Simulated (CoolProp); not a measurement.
Aqueous potassium carbonate as a coolant, at 23 °C, 1 atm.

Values from CoolProp's Melinder's fits for secondary coolants.

```csv
mass %,freezing point (°C),cp (kJ/(kg K)),density (kg/m³),Prandtl number,viscosity (mPa s)
4.8,-1.6,3.918,1041,6.78,1.04
7.4,-2.6,3.805,1065,7.07,1.11
10,___,3.700,1090,7.40,1.19
12.5,-4.7,3.603,1114,7.77,1.27
15.1,-5.9,3.502,1139,8.20,1.38
17.7,-7.4,3.402,1165,8.67,1.49
20.2,-8.9,3.306,1191,9.19,1.62
22.8,-10.9,3.208,1218,9.82,___
25.4,-13.2,3.114,1246,10.6,___
28,-16.0,___,1275,11.5,2.19
30.5,___,2.949,1303,12.6,2.45
33.1,-23.3,2.878,1332,___,2.77
```

Fill in the missing entries.


- 10, freezing point (°C): -3.6
- 22.8, viscosity (mPa s): 1.78
- 25.4, viscosity (mPa s): 1.97
- 28, cp (kJ/(kg K)): 3.026
- 30.5, freezing point (°C): -19.3
- 33.1, Prandtl number: 14.0
